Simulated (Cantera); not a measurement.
A Cantera script and what it prints.

```python
import numpy as np
import cantera as ct

gas_names = """
    B BH BH2 BH3 BN BO BO2 B2 B2O B2O2 B2O3 B3O3H3 H HBO HBO2 HNO HNO2 HNO3 HO2 H2 H2O H2O2 H3B3O6 N NH
    NH2 NH3 NH2OH NO NO2 NO3 N2 N2H2 N2H4 N2O O OH O2 O3
""".split()
cond_names = """
    B(b) B(L) BN(s) B2O3(L) B3O3H3(cr) H2O(s) H2O(L)
""".split()


# ... load() reads the species with a 1 bar reference pressure and builds the phases ...
atoms = {
    'B': {'B': 1},
    'H2O': {'H': 2, 'O': 1},
    'H2': {'H': 2},
    'N2': {'N': 2},
}
top_T = {'BN(s)': 3200}  # K; cautious upper limits of use, not melting points


# ... equilibrate(T, P, feed) seeds the gas with the atoms and calls Mixture.equilibrate('TP', solver="vcs", rtol=1e-11, max_steps=5000) ...
results = []
feed = {'B': 1, 'H2O': 15, 'H2': 5.7, 'N2': 27}  # mol
P = 980  # Pa
for T in [1423, 1523, 1623, 1723, 1823, 1923, 2023, 2123]:
    mix = equilibrate(T, P, feed)
    results.append((T, P, feed, dict(zip(mix.species_names, mix.species_moles))))

top = {s: max(r[3][s] / sum(r[3][g] for g in gas_names) for r in results) for s in gas_names}
cols = sorted((s for s in top if top[s] > 1e-06), key=lambda s: -top[s])[:5]
seen = [c for c in cond_names if any(r[3].get(c, 0) > 1e-12 for r in results)]
print("log10 of partial pressures in bar; condensed amounts in mol")
print(f"{'T/K':>10s}" + "".join(f"{s[:9]:>10s}" for s in cols + seen))
for T, P, feed, n in results:
    ng = sum(n[g] for g in gas_names)
    print(f"{T:10.4g}" + "".join(f"{np.log10(max(n[s] / ng * P / 1e5, 1e-99)):10.3f}" for s in cols)
          + "".join(f"{n.get(c, 0):10.4g}" for c in seen))
```

Output:

```
log10 of partial pressures in bar; condensed amounts in mol
       T/K        N2       H2O        H2      HBO2         H
      1423    -2.260    -2.578    -2.835    -3.694    -6.595
      1523    -2.260    -2.578    -2.835    -3.695    -6.053
      1623    -2.261    -2.578    -2.835    -3.696    -5.578
      1723    -2.261    -2.578    -2.836    -3.697    -5.157
      1823    -2.261    -2.578    -2.837    -3.698    -4.782
      1923    -2.261    -2.580    -2.840    -3.701    -4.446
      2023    -2.262    -2.582    -2.845    -3.706    -4.144
      2123    -2.265    -2.588    -2.852    -3.714    -3.871
```

Cantera equilibrium calculation (NASA polynomials, part measured and part estimated; ideal gas, pure solids and liquids). Gases not in the tables: H3BO3.
